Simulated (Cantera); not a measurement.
Input (Python, Cantera) and output of one run.

```python
import numpy as np
import cantera as ct

gas_names = """
    F F2 H HF H2 H2F2 H3F3 H4F4 H5F5 H6F6 H7F7 N NF NF2 NF3 NH NH2 NH3 N2 N2H2 N2H4 Si SiF SiF2 SiF3
    SiF4 SiH SiHF3 SiH2 SiH2F2 SiH3 SiH3F SiH4 SiN Si2 Si2N Si3
""".split()
cond_names = """
    Si(cr) Si(L) Si3N4(a)
""".split()


# ... load() reads the species with a 1 bar reference pressure and builds the phases ...
atoms = {
    'Si3N4': {'Si': 3, 'N': 4},
    'HF': {'H': 1, 'F': 1},
}
top_T = {'Si3N4(a)': 2400}  # K; cautious upper limits of use, not melting points


# ... equilibrate(T, P, feed) seeds the gas with the atoms and calls Mixture.equilibrate('TP', solver="vcs", rtol=1e-11, max_steps=5000) ...
results = []
feed = {'Si3N4': 1, 'HF': 53}  # mol
T = 1298.15  # K
P = 100000  # Pa
mix = equilibrate(T, P, feed)
results.append((T, P, feed, dict(zip(mix.species_names, mix.species_moles))))
print(gas.report(threshold=1e-05))
for i in range(1, mix.n_phases):
    print(f"{mix.phase(i).name:16s} {mix.phase_moles(i):12.5e} mol")
```

Output:

```
       temperature   1298.2 K
          pressure   1e+05 Pa
           density   0.21392 kg/m^3
  mean mol. weight   23.089 kg/kmol
   phase of matter   gas

                          1 kg             1 kmol
                     ---------------   ---------------
          enthalpy       -1.1881e+07       -2.7433e+08  J
   internal energy       -1.2349e+07       -2.8513e+08  J
           entropy            9995.7        2.3079e+05  J/K
    Gibbs function       -2.4857e+07       -5.7394e+08  J
 heat capacity c_p            1549.4             35775  J/K
 heat capacity c_v            1189.3             27461  J/K

                      mass frac. Y      mole frac. X     chem. pot. / RT
                     ---------------   ---------------   ---------------
                HF           0.68318           0.78845           -48.862
                H2          0.010075           0.11538           -20.352
              H2F2         1.936e-05        1.1171e-05           -97.723
                N2          0.046665          0.038462           -28.837
              SiF4           0.26006          0.057692           -193.98
     [  +32 minor]         4.915e-06        2.4535e-06

Si(cr)            0.00000e+00 mol
Si3N4(a)          0.00000e+00 mol
```

Equilibrium computed with Cantera from the NASA thermochemical tables; the gas is ideal and each condensed phase is pure.
